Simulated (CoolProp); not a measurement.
Vapour-liquid equilibrium of cyclohexane (1) + n-octane (2) at 93.75 °C; x and y are mole fractions of (1).

The numbers come from the multi-fluid Helmholtz-energy mixture model, Zhou 2014 and Beckmüller 2019; pair parameters Bell 2016 in CoolProp.

Q: Give the bubble pressure and the first vapour's composition at x = 0.35, 0.5, 0.65. Is there an azeotrope?

A: x = 0.35: 0.07605 MPa, y = 0.666; x = 0.5: 0.09249 MPa, y = 0.786; x = 0.65: 0.1089 MPa, y = 0.871. No azeotrope shows between x = 0.05 and 0.95.

Pair parameters are fitted to limited data, so mixtures are less certain than the pure fluids.
